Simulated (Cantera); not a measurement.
Charge: 1 mol Fe3O4, 0.011 mol HCl, 4.3 mol N2, held at 58000 Pa.

Cantera equilibrium calculation (NASA polynomials, part measured and part estimated; ideal gas, pure solids and liquids). Candidate condensed phases: Fe, FeCl2, FeCl3, FeO, Fe(OH)2, Fe(OH)3, Fe2O3, Fe3O4, H2O, NH4Cl; 37 gas species. The numbers say what is thermodynamically allowed, not how fast it happens. All values below are at 1773 K.

Base state: N2 0.997, HCl 0.00103, H2O 0.000749, FeCl2 0.000697, Cl 0.000124, NO 6.72e-5, O2 5.22e-5 (mole fractions); condensed: Fe3O4(s).

Q: What changes in the equilibrium state with this change: 0.027 mol NH3 added?

A: 
```tsv
species	before	after
N2	0.997	0.988
H2O	0.000749	0.00943
HCl	0.00103	0.00202
FeCl2	0.000697	0.000220
H2	5.68e-6	8.16e-5
OH	7.28e-6	2.42e-5
Cl	0.000124	6.41e-5
O2	5.22e-5	4.01e-5
Fe3O4(s), mol	0.999	0.959
FeO(l), mol	0	0.122
```
Mutual solubility and eutectic melting of coexisting phases are not modelled. The tables' stoichiometric FeO is somewhat more stable than real wüstite, so its field is too wide. FeO: taken at fixed stoichiometry.
